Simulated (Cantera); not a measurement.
Cantera run, input and output.

```python
import numpy as np
import cantera as ct

gas = ct.Solution("gri30.yaml")
gas.TPX = 1475, 1500000, {'CH4': 1, 'CO2': 1, 'H2': 1.5}
reactor = ct.IdealGasConstPressureReactor(gas, energy="off", clone=False)
net = ct.ReactorNet([reactor])
net.rtol, net.atol = 1e-08, 1e-18
show = ['CH4', 'CO2', 'H2', 'CH2CO', 'CH2O']
times = np.geomspace(2e-05, 100, 14)

steps = ct.SolutionArray(gas, extra=["t"])
rows = []
print(f"{'t/s':>10s}{'T/K':>9s}{'P/Pa':>11s}" + "".join(f"{s:>11s}" for s in show))
for t in times:
    while net.time < t:
        t_next = net.step()
        steps.append(gas.state, t=t_next)
    rows.append([np.interp(t, steps.t, y) for y in (steps.T, steps.P, *steps(*show).X.T)])
    print(f"{t:10.3e}{rows[-1][0]:9.1f}{rows[-1][1]:11.4g}" + "".join(f"{x:11.3e}" for x in rows[-1][2:]))
rate = np.gradient(steps.T, steps.t)
print("integrator steps:", len(steps.t))
if steps.T.max() > steps.T[0] + 200:
    print(f"time of steepest temperature rise: {steps.t[rate.argmax()]:.4e} s")
gas.TPX = 1475, 1500000, {'CH4': 1, 'CO2': 1, 'H2': 1.5}
gas.equilibrate("TP")
print(f"equilibrium (TP): T = {gas.T:.1f} K  " + "  ".join(f"{s} {gas[s].X[0]:.3e}" for s in show))
```

Output:

```
       t/s      T/K       P/Pa        CH4        CO2         H2      CH2CO       CH2O
 2.000e-05   1475.0    1.5e+06  2.857e-01  2.857e-01  4.286e-01  3.323e-13  2.267e-09
 6.551e-05   1475.0    1.5e+06  2.857e-01  2.857e-01  4.285e-01  1.388e-11  2.118e-08
 2.146e-04   1475.0    1.5e+06  2.856e-01  2.855e-01  4.284e-01  2.137e-10  7.053e-08
 7.030e-04   1475.0    1.5e+06  2.853e-01  2.848e-01  4.279e-01  2.321e-09  1.264e-07
 2.303e-03   1475.0    1.5e+06  2.845e-01  2.826e-01  4.263e-01  1.721e-08  1.504e-07
 7.543e-03   1475.0    1.5e+06  2.819e-01  2.750e-01  4.210e-01  8.200e-08  1.801e-07
 2.471e-02   1475.0    1.5e+06  2.748e-01  2.510e-01  4.033e-01  3.383e-07  2.675e-07
 8.094e-02   1475.0    1.5e+06  2.598e-01  1.867e-01  3.526e-01  1.322e-06  4.854e-07
 2.651e-01   1475.0    1.5e+06  2.362e-01  9.350e-02  2.822e-01  3.871e-06  7.772e-07
 8.685e-01   1475.0    1.5e+06  2.239e-01  6.543e-02  2.703e-01  4.837e-06  8.516e-07
 2.845e+00   1475.0    1.5e+06  2.168e-01  6.111e-02  2.862e-01  4.121e-06  8.234e-07
 9.319e+00   1475.0    1.5e+06  1.974e-01  5.179e-02  3.241e-01  2.968e-06  7.985e-07
 3.053e+01   1475.0    1.5e+06  1.590e-01  3.770e-02  3.896e-01  1.876e-06  8.500e-07
 1.000e+02   1475.0    1.5e+06  1.083e-01  2.335e-02  4.696e-01  1.091e-06  1.011e-06
integrator steps: 1211
equilibrium (TP): T = 1475.0 K  CH4 1.172e-02  CO2 2.222e-03  H2 6.183e-01  CH2CO 1.041e-07  CH2O 1.470e-06
```

Model: GRI-Mech 3.0 (53 species, 325 reactions), integrated in Cantera. The pressure lies above the range GRI-Mech 3.0 was tuned for (to about 10 atm).
